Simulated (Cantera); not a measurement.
A closed system holds: 1 mol SiH4, 4.9 mol N2, held at 1452 °C.

Equilibrium computed with Cantera from the NASA thermochemical tables; the gas is ideal and each condensed phase is pure. Candidate condensed phases: Si, Si3N4; 18 gas species. The tables' values for SiN are old estimates; treat these amounts as uncertain. Equilibrium is a limit: real reactors are often held back by kinetics, nucleation or transport.

x: gas mole fraction; n: condensed amount in mol.

```csv
P (Pa),x N2,x H2,x H,x Si,x Si2N,x SiH,n Si(l),n Si3N4(s)
100,0.708,0.288,0.00315,[?],2.64e-5,2.46e-5,0.992,0
460,0.679,0.320,0.00155,[?],8.74e-6,1.03e-5,0,0.333
2100,0.679,0.320,0.000725,[?],5.40e-7,1.75e-6,0,0.333
9600,0.679,0.321,0.000339,[?],3.33e-8,2.98e-7,0,0.333
44000,0.679,0.321,0.000159,[?],2.04e-9,5.04e-8,0,0.333
200000,0.679,0.321,7.44e-5,[?],1.27e-10,8.61e-9,0,0.333
```

Problem. Complete the blanks.

Solution. 
- 100, x Si: 0.00102
- 460, x Si: 0.000188
- 2100, x Si: 1.49e-5
- 9600, x Si: 1.19e-6
- 44000, x Si: 9.39e-8
- 200000, x Si: 7.52e-9
